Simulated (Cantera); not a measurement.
Metals in furnace atmospheres: Al + H2O + N2

Input: 1 mol Al, a varied amount of H2O, 1.9 mol N2, held at 1300 K and 8.25 Torr.

Equilibrium computed with Cantera from the NASA thermochemical tables; the gas is ideal and each condensed phase is pure. Candidate condensed phases: Al, AlN, Al2O3, H2O; 35 gas species. Mutual solubility and eutectic melting of coexisting phases are not modelled. Equilibrium is a limit: real reactors are often held back by kinetics, nucleation or transport.

From 0.022 mol H2O to 0.69 mol H2O the condensed part is AlN(s) + Al2O3(s). From 1.6 mol H2O to 9.2 mol H2O the condensed part is Al2O3(s).

```
n(H2O) (mol)   x N2    x H2O    x H2      x H    x NH3     x OH      x NO  n AlN(s)  n Al2O3(s)
------------  -----  -------  ------  -------  -------  -------  --------  --------  ----------
0.022         0.985  2.63e-8  0.0154  1.31e-6  2.59e-9   <1e-12    <1e-12     0.985     0.00733
0.051         0.965  5.90e-8  0.0347  1.97e-6  8.68e-9   <1e-12    <1e-12     0.966      0.0170
0.12          0.923  1.29e-7  0.0769  2.93e-6  2.80e-8   <1e-12    <1e-12     0.920      0.0400
0.29          0.838  2.63e-7   0.162  4.25e-6  8.17e-8   <1e-12    <1e-12     0.807      0.0967
0.69          0.703  4.54e-7   0.297  5.75e-6  1.86e-7   <1e-12    <1e-12     0.540       0.230
1.6           0.543   0.0286   0.429  6.91e-6  2.82e-7  6.01e-9  3.96e-11         0       0.500
3.9           0.328    0.414   0.259  5.36e-6  1.03e-7  1.12e-7  7.37e-10         0       0.500
9.2           0.171    0.694   0.135  3.88e-6  2.80e-8  2.60e-7   1.71e-9         0       0.500
```
x: gas mole fraction; n: condensed amount in mol.
